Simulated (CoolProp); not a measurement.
Vapour pressure (bar) of decamethylcyclopentasiloxane (D5): the reference equation beside estimates from Tc = 345.1 °C, pc = 10.78 bar, ω = 0.631.

Model: reference Helmholtz-energy equation of state, Thol 2019, in CoolProp.

```csv
T (°C),reference,Lee-Kesler,van der Waals,Redlich-Kwong,Peng-Robinson
37.15,0.0005292,[?],0.3071,0.02562,0.0009071
53.85,0.001800,0.002312,0.4338,0.05129,0.002680
70.45,0.005189,0.006158,0.5926,0.09403,0.006935
87.15,0.01318,0.01475,0.7893,0.1613,[?]
103.75,0.02981,0.03197,1.025,0.2601,0.03440
120.35,[?],0.06385,1.305,0.3993,[?]
137.05,0.1171,0.1193,1.634,0.5891,0.1243
153.65,0.2078,[?],[?],0.8365,0.2151
170.35,0.3492,0.3472,2.444,1.154,0.3549
186.95,0.5564,0.5499,2.930,1.547,0.5588
203.55,0.8494,0.8364,3.475,2.026,0.8470
220.25,1.253,1.231,4.084,2.603,[?]
```

**Question.** Some entries are withheld; supply them.

**Answer.** 
- 37.15, Lee-Kesler: 0.0007564
- 87.15, Peng-Robinson: 0.01621
- 120.35, reference: 0.06136
- 120.35, Peng-Robinson: 0.06752
- 153.65, Lee-Kesler: 0.2087
- 153.65, van der Waals: 2.011
- 220.25, Peng-Robinson: 1.245

Absolute difference from the reference over all 12 rows, mean and median: Lee-Kesler 10.1 and 3.0 %, van der Waals 9019.2 and 1661.1 %, Redlich-Kwong 1084.2 and 476.9 %, Peng-Robinson 17.9 and 8.1 %.
